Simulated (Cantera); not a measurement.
A Cantera script and its output.

```python
import numpy as np
import cantera as ct

gas = ct.Solution("gri30.yaml")


def delay(T, t_max=10):
    gas.TPX = T, 640000, {'CH4': 1, 'C2H6': 0.18, 'O2': 1.64, 'N2': 6.18}
    reactor = ct.IdealGasReactor(gas, clone=False)
    net = ct.ReactorNet([reactor])
    net.rtol, net.atol = 1e-8, 1e-16
    while net.time < t_max:
        t_old, T_old = net.time, reactor.T
        net.step()
        if reactor.T > T + 400:  # ignition: a rise of 400 K
            return t_old + (T + 400 - T_old) / (reactor.T - T_old) * (net.time - t_old)
    return np.nan


taus = []
for T in [1225, 1300, 1375, 1450, 1525, 1600, 1675]:
    taus.append(delay(T))
    print(f"T0 = {T:6g} K   tau = {taus[-1]:.4e} s")
```

Result:

```
T0 =   1225 K   tau = 6.6109e-04 s
T0 =   1300 K   tau = 2.8855e-04 s
T0 =   1375 K   tau = 1.4194e-04 s
T0 =   1450 K   tau = 7.4992e-05 s
T0 =   1525 K   tau = 4.1341e-05 s
T0 =   1600 K   tau = 2.3590e-05 s
T0 =   1675 K   tau = 1.3985e-05 s
```

Cantera simulation using GRI-Mech 3.0 (53 species, 325 reactions); the numbers are that mechanism's predictions, not measurements.
